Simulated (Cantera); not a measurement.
# Adiabatic ignition

An adiabatic, constant-volume homogeneous reactor starts with 14.1 % CH4, 4.80 % H2, 17.1 % O2, 64.0 % N2, at 1025 K and 13500 Torr.

Detailed kinetics in Cantera: GRI-Mech 3.0 (53 species, 325 reactions). The pressure lies above the range GRI-Mech 3.0 was tuned for (to about 10 atm).

```tsv
t (s)	T (K)	P (bar)	x CH4	x H2	x O2	x H2O2	x HCN	x H	x CO2
3.00e-6	1025	18.0	0.141	0.0480	0.171	1.26e-11	<1e-12	8.13e-12	<1e-12
8.88e-6	1025	18.0	0.141	0.0480	0.171	1.20e-10	<1e-12	1.30e-11	<1e-12
2.63e-5	1025	18.0	0.141	0.0480	0.171	1.20e-9	<1e-12	1.92e-11	<1e-12
7.77e-5	1025	18.0	0.141	0.0480	0.171	1.16e-8	<1e-12	2.77e-11	<1e-12
0.000230	1025	18.0	0.141	0.0480	0.171	1.06e-7	<1e-12	6.10e-11	<1e-12
0.000681	1025	18.0	0.141	0.0480	0.171	1.19e-6	<1e-12	3.36e-10	1.52e-12
0.00201	1026	18.0	0.141	0.0479	0.171	3.48e-5	<1e-12	8.35e-9	3.35e-9
0.00596	2657	51.9	7.96e-9	0.135	4.04e-6	2.24e-8	2.73e-6	0.00247	0.0193
0.0176	2657	51.9	7.96e-9	0.135	4.04e-6	2.24e-8	2.73e-6	0.00247	0.0193
0.0522	2657	51.9	7.96e-9	0.135	4.04e-6	2.24e-8	2.73e-6	0.00247	0.0193
0.154	2657	51.9	7.96e-9	0.135	4.04e-6	2.24e-8	2.73e-6	0.00247	0.0193
0.457	2657	51.9	7.96e-9	0.135	4.04e-6	2.24e-8	2.73e-6	0.00247	0.0193
1.35	2657	51.9	7.96e-9	0.135	4.04e-6	2.24e-8	2.73e-6	0.00247	0.0193
4.00	2657	51.9	7.96e-9	0.135	4.04e-6	2.24e-8	2.73e-6	0.00247	0.0193
```
x: mole fraction; the columns are a selection and need not sum to one.

```yaml
time_of_steepest_temperature_rise: 4.29 ms
temperature at 4.00 s: 2657 K
equilibrium_temperature: 2657 K
x(CH4) at 4.00 s: 7.96e-9 (gas-phase equilibrium 8.84e-9)
x(H2) at 4.00 s: 0.135 (gas-phase equilibrium 0.135)
x(O2) at 4.00 s: 4.04e-6 (gas-phase equilibrium 4.04e-6)
```
